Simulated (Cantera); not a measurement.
Ignition delay

Mixture: 43.1 % H2, 12.0 % O2, 44.9 % N2, equivalence ratio 1.8, at 85000 Pa, adiabatic and at constant pressure. Ignition delay is the time to a rise of 400 K.

Detailed kinetics in Cantera: the H2/O2 subset of GRI-Mech 3.0, which has no nitrogen chemistry. Where the delays flatten at high temperature, the 400 K rule measures the pace of heat release, not the induction time.

| T0 (K) | delay (ms) |
|---|---|
| 1275 | 0.0423 |
| 1325 | 0.0351 |
| 1375 | 0.0301 |
| 1425 | 0.0266 |
| 1475 | 0.0241 |
| 1525 | 0.0224 |
| 1575 | 0.0213 |
